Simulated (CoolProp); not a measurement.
Vapour-liquid equilibrium of dimethyl ether (1) + ethanol (2) at 0.382 MPa; x and y are mole fractions of (1).

Values from CoolProp's multi-fluid Helmholtz-energy mixture model, Wu 2011 and Schroeder 2014; pair parameters Bell 2016.

```tsv
x	bubble temperature (K)	y at the bubble point	dew temperature at overall composition x (K)	liquid density (mol/L)
0.05	369.3	0.491	387.8	15.46
0.15	337.8	0.859	384.3	15.93
0.25	320.0	0.942	380.5	16.09
0.35	?	0.969	376.2	16.09
0.45	302.7	0.980	371.5	16.00
0.55	298.0	?	365.9	15.87
0.65	?	0.990	359.3	?
0.75	291.4	?	?	?
0.85	288.5	0.996	339.1	15.24
0.95	285.5	0.999	317.4	?
```

Task: What belongs in the gaps?

Result: 
- 0.35, bubble temperature (K): 309.5
- 0.55, y at the bubble point: 0.987
- 0.65, bubble temperature (K): 294.4
- 0.65, liquid density (mol/L): 15.69
- 0.75, y at the bubble point: 0.993
- 0.75, dew temperature at overall composition x (K): 350.9
- 0.75, liquid density (mol/L): 15.48
- 0.95, liquid density (mol/L): 14.98

No azeotrope shows between x = 0.05 and 0.95.

Pair parameters are fitted to limited data, so mixtures are less certain than the pure fluids.
